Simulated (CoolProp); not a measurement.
Saturated liquid density (kg/m³) of carbonyl sulfide: the reference equation beside estimates from Tc = 378.8 K, pc = 6.369 MPa, ω = 0.098.

The numbers come from the reference Helmholtz-energy equation of state, Lemmon 2006 in CoolProp. It is a short technical equation, of lower accuracy than the large ones.

```
T (K)  reference  Redlich-Kwong  Soave-Redlich-Kwong
-----  ---------  -------------  -------------------
274.3       1055          978.7                988.8
283.2       1032          951.4                962.4
292.2       1007          922.2                934.0
301.2      981.3          891.3                903.7
310.2      953.7          858.3                871.2
319.2      924.0          822.9                836.1
328.2      891.9          784.6                797.8
337.2      856.5          742.8                755.7
346.1      817.2          696.9                709.2
```

Absolute difference from the reference over all 9 rows, mean and median: Redlich-Kwong 10.4 and 10.0 %, Soave-Redlich-Kwong 9.1 and 8.7 %.
